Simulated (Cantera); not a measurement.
# Nb + N₂O (tantalum, niobium, vanadium and zirconium in process gases)

Feed: 1 mol Nb, 3 mol N₂O, held at 0.450 Pa.

Cantera equilibrium calculation (NASA polynomials, part measured and part estimated; ideal gas, pure solids and liquids). Candidate condensed phases: Nb, NbO, NbO₂, Nb₂O₅; 12 gas species. Condensed phases not in the tables: the oxides between NbO₂ and Nb₂O₅. The numbers say what is thermodynamically allowed, not how fast it happens.

```json
[
 {"T (K)": "1500", "x N₂": "0.922", "x NbO₂": "2.39e-7", "x O₂": "0.0762", "x O": "0.000528", "x NO": "0.000798", "x NbO": "<1e-12", "n Nb₂O₅(s)": "0.500", "n Nb₂O₅(l)": "0"},
 {"T (K)": "1575", "x N₂": "0.922", "x NbO₂": "3.77e-6", "x O₂": "0.0756", "x O": "0.00139", "x NO": "0.00113", "x NbO": "1.36e-12", "n Nb₂O₅(s)": "0.500", "n Nb₂O₅(l)": "0"},
 {"T (K)": "1650", "x N₂": "0.921", "x NbO₂": "4.62e-5", "x O₂": "0.0744", "x O": "0.00333", "x NO": "0.00153", "x NbO": "6.64e-11", "n Nb₂O₅(s)": "0.500", "n Nb₂O₅(l)": "0"},
 {"T (K)": "1725", "x N₂": "0.918", "x NbO₂": "0.000455", "x O₂": "0.0720", "x O": "0.00734", "x NO": "0.00201", "x NbO": "2.33e-9", "n Nb₂O₅(s)": "0.499", "n Nb₂O₅(l)": "0"},
 {"T (K)": "1800", "x N₂": "0.911", "x NbO₂": "0.00359", "x O₂": "0.0681", "x O": "0.0150", "x NO": "0.00255", "x NbO": "6.00e-8", "n Nb₂O₅(s)": "0", "n Nb₂O₅(l)": "0.494"},
 {"T (K)": "1875", "x N₂": "0.884", "x NbO₂": "0.0214", "x O₂": "0.0633", "x O": "0.0285", "x NO": "0.00309", "x NbO": "1.07e-6", "n Nb₂O₅(s)": "0", "n Nb₂O₅(l)": "0.464"},
 {"T (K)": "1950", "x N₂": "0.771", "x NbO₂": "0.109", "x O₂": "0.0631", "x O": "0.0534", "x NO": "0.00361", "x NbO": "1.45e-5", "n Nb₂O₅(s)": "0", "n Nb₂O₅(l)": "0.289"}
]
```
x: gas mole fraction; n: condensed amount in mol.

From 1500 K to 1725 K the condensed part is Nb₂O₅(s). From 1800 K to 1950 K the condensed part is Nb₂O₅(l). The main Nb-bearing gas is NbO₂ throughout.
